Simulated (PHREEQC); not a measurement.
A solution holds 0.021 mol/kgw HF and 0.1 mol/kgw NaF, at 95 °C. Closed to the air; pH follows from the charge balance.

The numbers come from PHREEQC with the ion-association model, phreeqc.dat.

```csv
quantity,before,after
pH,4.42,5.14
ionic strength (mol/kgw),0.0973,0.0971
F- (mol/kgw),0.0916,0.0959
```

Problem. Name the change that produced these shifts.
(A) NaF replaced by NH4BF4 at the same molality
(B) HF left out
(C) temperature from 95 to 65 °C
(D) NaF from 0.1 to 0.02 mol/kgw
(E) HF from 0.021 to 0.0042 mol/kgw

Solution. E, HF from 0.021 to 0.0042 mol/kgw

Precipitation was switched off in this run. At this temperature some constants are extrapolated from 25 °C, and those without enthalpy data are left unchanged.
